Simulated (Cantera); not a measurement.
An adiabatic, constant-pressure homogeneous reactor starts with 31.7 % CO, 17.4 % H2, 10.7 % O2, 40.2 % N2, at 1475 K and 4.90 bar.

Model: GRI-Mech 3.0 (53 species, 325 reactions), integrated in Cantera. The hydrogen kinetics of GRI-Mech 3.0 are dated; newer H2 mechanisms differ, most at raised pressure.

Predict: time of steepest temperature rise; temperature at 0.100 s; equilibrium temperature; x(CO) at 0.100 s; x(H2) at 0.100 s; x(O2) at 0.100 s; x(H2O) at 0.100 s; x(NO) at 0.100 s; x(N2O) at 0.100 s; x(NO2) at 0.100 s.


```json
{
  "time_of_steepest_temperature_rise": "4.29 µs",
  "temperature at 0.100 s": "2856 K",
  "equilibrium_temperature": "2856 K",
  "x(CO) at 0.100 s": "0.258 (gas-phase equilibrium 0.258)",
  "x(H2) at 0.100 s": "0.0521 (gas-phase equilibrium 0.0521)",
  "x(O2) at 0.100 s": "0.000955 (gas-phase equilibrium 0.000955)",
  "x(H2O) at 0.100 s": "0.132 (gas-phase equilibrium 0.132)",
  "x(NO) at 0.100 s": "0.00202 (gas-phase equilibrium 0.00202)",
  "x(N2O) at 0.100 s": "1.88e-7 (gas-phase equilibrium 1.88e-7)",
  "x(NO2) at 0.100 s": "1.94e-7 (gas-phase equilibrium 1.94e-7)"
}
```
